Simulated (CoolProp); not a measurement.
Properties of nitrous oxide along the isobar 3550 kPa.

Model: reference Helmholtz-energy equation of state, Lemmon 2006, in CoolProp. It is a short technical equation, of lower accuracy than the large ones.

| T (K) | phase | cp (kJ/(kg K)) | Joule-Thomson coefficient (K/MPa) |
|---|---|---|---|
| 243.7 | liquid | 1.876 | -0.05416 |
| 268.3 | liquid | 2.142 | 0.2297 |
| 293 | gas | 1.431 | 12.17 |
| 317.7 | gas | 1.202 | 9.732 |
| 342.4 | gas | 1.124 | 8.020 |
| 367.1 | gas | 1.092 | 6.753 |
| 391.8 | gas | 1.079 | 5.775 |
| 416.5 | gas | 1.076 | 4.999 |
| 441.2 | gas | 1.078 | 4.369 |
| 465.9 | gas | 1.084 | 3.848 |
